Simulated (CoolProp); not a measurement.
Sulfur dioxide at several states: density (kg/m³) from the reference equation and from simpler models built on Tc = 157.5 °C, pc = 7887 kPa, ω = 0.256; each cubic takes its own stable root.

The numbers come from the reference Helmholtz-energy equation of state, Gao 2016 in CoolProp.

| T (°C) | p (kPa) | phase | reference | van der Waals | Soave-Redlich-Kwong |
|---|---|---|---|---|---|
| 75.85 | 35000 | liquid | 1309 | 849.7 | 1186 |
| 151.25 | 8670 | liquid | 856.1 | 555.2 | 692.9 |
| 63.65 | 28000 | liquid | 1324 | 846.0 | 1197 |
| 107.95 | 1040 | gas | 22.72 | 22.25 | 22.62 |
| 199.55 | 899 | gas | 15.09 | 15.07 | 15.08 |
| 92.55 | 1340 | gas | 31.93 | 30.69 | 31.60 |
